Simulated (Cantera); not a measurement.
Feed: 1 mol CH3Cl, 0.041 mol H2, held at 1600 K and 0.180 Torr.

These are equilibrium values from Cantera (NASA tables, ideal gas, pure condensed phases), not measurements of a reactor. Candidate condensed phases: C, C6H6, C7H8, C8H18; 91 gas species. The numbers say what is thermodynamically allowed, not how fast it happens.

Base state: H2 0.509, HCl 0.487, H 0.00250, Cl 0.00190, C2H2 (acetylene) 1.40e-5 (mole fractions); condensed: C(graphite).

**Question.** What changes in the equilibrium state with this change: temperature from 1600 K to 1325 K?

**Answer.** 
| species | before | after |
|---|---|---|
| H2 | 0.509 | 0.510 |
| HCl | 0.487 | 0.490 |
| H | 0.00250 | 7.54e-5 |
| Cl | 0.00190 | 6.07e-5 |
| C2H2 (acetylene) | 1.40e-5 | 4.34e-7 |
| C(graphite), mol | 1.000 | 1.000 |
